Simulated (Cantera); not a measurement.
What does this Cantera script print?

```python
import numpy as np
import cantera as ct

gas_names = [...]  # 109 gases of nasa_gas.yaml made of C, Cl, H, Si
cond_names = """
    C(gr) C6H6(L) C7H8(L) C8H18(L),n-octa Si(cr) Si(L) SiC(b)
""".split()


# ... load() reads the species with a 1 bar reference pressure and builds the phases ...
atoms = {
    'CH3SiCl3': {'C': 1, 'H': 3, 'Si': 1, 'CL': 3},
    'HCl': {'H': 1, 'CL': 1},
    'H2': {'H': 2},
    'Cl2': {'CL': 2},
}
top_T = {'C(gr)': 4500, 'SiC(b)': 3050}  # K; cautious upper limits of use, not melting points


# ... equilibrate(T, P, feed) seeds the gas with the atoms and calls Mixture.equilibrate('TP', solver="vcs", rtol=1e-11, max_steps=5000) ...
results = []
feed = {'CH3SiCl3': 1, 'HCl': 0.19, 'H2': 4.9, 'Cl2': 0.0021}  # mol
P = 540  # Pa
for T in [1723, 1773, 1823, 1873, 1923, 1973, 2023, 2073]:
    mix = equilibrate(T, P, feed)
    results.append((T, P, feed, dict(zip(mix.species_names, mix.species_moles))))

top = {s: max(r[3][s] / sum(r[3][g] for g in gas_names) for r in results) for s in gas_names}
cols = sorted((s for s in top if top[s] > 1e-06), key=lambda s: -top[s])[:5]
seen = [c for c in cond_names if any(r[3].get(c, 0) > 1e-12 for r in results)]
print("log10 of partial pressures in bar; condensed amounts in mol")
print(f"{'T/K':>10s}" + "".join(f"{s[:9]:>10s}" for s in cols + seen))
for T, P, feed, n in results:
    ng = sum(n[g] for g in gas_names)
    print(f"{T:10.4g}" + "".join(f"{np.log10(max(n[s] / ng * P / 1e5, 1e-99)):10.3f}" for s in cols)
          + "".join(f"{n.get(c, 0):10.4g}" for c in seen))
```

It prints:

```
log10 of partial pressures in bar; condensed amounts in mol
       T/K        H2       HCL         H     SiCL2        CL     C(gr)    SiC(b)
      1723    -2.477    -2.703    -4.978    -4.168    -5.314    0.1039    0.8951
      1773    -2.477    -2.708    -4.784    -4.106    -5.130     0.119    0.8796
      1823    -2.476    -2.714    -4.601    -4.049    -4.957    0.1348     0.863
      1873    -2.476    -2.721    -4.428    -3.998    -4.794    0.1512    0.8456
      1923    -2.476    -2.729    -4.264    -3.952    -4.641    0.1682    0.8272
      1973    -2.477    -2.738    -4.108    -3.911    -4.496    0.1858    0.8074
      2023    -2.479    -2.749    -3.961    -3.875    -4.360    0.2047    0.7856
      2073    -2.482    -2.761    -3.821    -3.844    -4.232    0.2259      0.76
```

Cantera equilibrium calculation (NASA polynomials, part measured and part estimated; ideal gas, pure solids and liquids). The feed counts by its element totals alone. The tables' values for SiCl, SiCl3 are old estimates; treat these amounts as uncertain.
